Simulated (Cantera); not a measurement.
A closed system holds: 1 mol B2H6, 13 mol H2O, 15 mol H2, at 1.33 mbar.

Cantera equilibrium calculation (NASA polynomials, part measured and part estimated; ideal gas, pure solids and liquids). Candidate condensed phases: B, B2O3, B3O3H3, H2O; 23 gas species. The feed counts by its element totals alone. Gases not in the tables: H3BO3. Equilibrium is a limit: real reactors are often held back by kinetics, nucleation or transport.

x: gas mole fraction; n: condensed amount in mol.

```csv
T (K),x H2,x H2O,x HBO2,x (HBO2)3,x B2O3,x H,x HBO,n B2O3(l)
848,0.678,0.322,9.22e-6,0.000447,<1e-12,4.29e-10,___,0.979
898,0.678,0.322,3.72e-5,0.000326,1.07e-11,2.47e-9,___,0.984
948,0.677,0.322,0.000129,0.000245,1.81e-10,1.18e-8,___,0.987
998,0.677,0.322,0.000391,0.000188,2.28e-9,4.85e-8,___,0.985
1048,0.677,0.322,0.00106,0.000147,2.24e-8,1.74e-7,___,0.977
1098,0.677,0.321,0.00261,0.000117,1.77e-7,5.57e-7,___,0.954
1148,0.675,0.319,0.00591,9.39e-5,1.16e-6,1.61e-6,___,0.904
1198,0.673,0.314,0.0124,7.57e-5,6.46e-6,4.27e-6,___,0.803
1248,0.669,0.306,0.0243,6.08e-5,3.11e-5,1.05e-5,___,0.615
1298,0.662,0.293,0.0445,4.80e-5,0.000132,2.39e-5,___,0.287
1348,0.656,0.282,0.0618,1.93e-5,0.000315,5.13e-5,___,0
1398,0.656,0.282,0.0617,3.32e-6,0.000370,0.000105,___,0
```

Problem. What belongs in the gaps?

Solution. 
- 848, x HBO: 7.72e-12
- 898, x HBO: 7.91e-11
- 948, x HBO: 6.29e-10
- 998, x HBO: 4.03e-9
- 1048, x HBO: 2.15e-8
- 1098, x HBO: 9.81e-8
- 1148, x HBO: 3.90e-7
- 1198, x HBO: 1.38e-6
- 1248, x HBO: 4.40e-6
- 1298, x HBO: 1.29e-5
- 1348, x HBO: 2.75e-5
- 1398, x HBO: 3.98e-5
